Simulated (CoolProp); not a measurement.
Vapour-liquid equilibrium of carbon dioxide (1) + hydrogen sulfide (2) at 278.9 K; x and y are mole fractions of (1).

Values from CoolProp's multi-fluid Helmholtz-energy mixture model, Span 1996 and Lemmon 2006; pair parameters Kunz 2012.

```
x     bubble pressure, mixture model (MPa)  bubble pressure, Raoult's law (MPa)  y, mixture model  y, Raoult's law
----  ------------------------------------  -----------------------------------  ----------------  ---------------
0.05                                     ?                                1.359             0.212            0.149
0.15                                 2.035                                1.642             0.435            0.370
0.25                                 2.437                                1.925             0.550            0.526
0.35                                 2.752                                2.208             0.624            0.641
0.45                                     ?                                2.491             0.679            0.731
0.55                                     ?                                2.773             0.728            0.802
0.65                                 3.443                                3.056             0.777            0.861
0.75                                 3.638                                3.339             0.829            0.909
0.85                                     ?                                3.622             0.890            0.950
0.95                                 3.979                                3.905             0.960            0.984
```

### Question
Complete the blanks.

### Answer

- 0.05, bubble pressure, mixture model (MPa): 1.521
- 0.45, bubble pressure, mixture model (MPa): 3.011
- 0.55, bubble pressure, mixture model (MPa): 3.236
- 0.85, bubble pressure, mixture model (MPa): 3.820

The largest gap from Raoult's law is +26.6 % in bubble pressure, at x = 0.25. No azeotrope shows between x = 0.05 and 0.95.

The pair parameters rest on a limited set of measurements; away from them the model extrapolates.
